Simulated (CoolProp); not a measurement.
Sulfur hexafluoride along the isotherm 267.15 °C: fugacity coefficient from the reference equation and from simpler models built on Tc = 45.6 °C, pc = 3755 kPa, ω = 0.210; each cubic takes its own stable root.

Computed with CoolProp (reference Helmholtz-energy equation of state, Guder 2009).

| p (kPa) | phase | reference |
|---|---|---|
| 2350 | gas | 0.9750 |
| 4690 | supercritical | 0.9529 |
| 7040 | supercritical | 0.9335 |
| 9390 | supercritical | 0.9170 |
| 11700 | supercritical | 0.9038 |
| 14100 | supercritical | 0.8931 |
| 16400 | supercritical | 0.8857 |
| 18800 | supercritical | 0.8809 |
| 21100 | supercritical | 0.8789 |
| 23500 | supercritical | 0.8793 |
| 25800 | supercritical | 0.8820 |
| 28200 | supercritical | 0.8869 |
| 30500 | supercritical | 0.8936 |
| 32900 | supercritical | 0.9024 |
| 35200 | supercritical | 0.9125 |
| 37500 | supercritical | 0.9241 |

How far does each simpler model (van der Waals, Soave-Redlich-Kwong, Peng-Robinson) lie from the reference over these 16 states: mean and median of the absolute difference, and the worst?


- van der Waals: mean 12.5 %, median 14.9 %, worst -16.5 % at 267.15 °C and 30500 kPa
- Soave-Redlich-Kwong: mean 4.0 %, median 4.5 %, worst +6.0 % at 267.15 °C and 37500 kPa
- Peng-Robinson: mean 3.2 %, median 3.1 %, worst -5.9 % at 267.15 °C and 37500 kPa
